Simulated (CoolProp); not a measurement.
The fluid at 309.93 K and 5.62 MPa (liquid) is heated at constant pressure to 484.9 K. The same conditions are run with several fluids, on thermodynamics alone (safety and materials aside).

The numbers come from the reference Helmholtz-energy equation of state of each fluid (R507A: Lemmon 2003; ethanol: Schroeder 2014; n-pentane: Thol 2019; benzene: Thol 2012) in CoolProp. Blends and air are pseudo-pure fits.

```json
[
 {"fluid": "R507A", "heat (kJ/kg)": "[?]", "final phase": "supercritical", "final density (kg/m³)": "[?]"},
 {"fluid": "ethanol", "heat (kJ/kg)": "[?]", "final phase": "liquid", "final density (kg/m³)": "[?]"},
 {"fluid": "n-pentane", "heat (kJ/kg)": "[?]", "final phase": "supercritical", "final density (kg/m³)": "[?]"},
 {"fluid": "benzene", "heat (kJ/kg)": "[?]", "final phase": "liquid", "final density (kg/m³)": "[?]"}
]
```

**Question.** What belongs in the gaps?

**Answer.** 
- R507A, heat (kJ/kg): 306
- R507A, final density (kg/m³): 161
- ethanol, heat (kJ/kg): 606
- ethanol, final density (kg/m³): 542
- n-pentane, heat (kJ/kg): 509
- n-pentane, final density (kg/m³): 354
- benzene, heat (kJ/kg): 359
- benzene, final density (kg/m³): 657
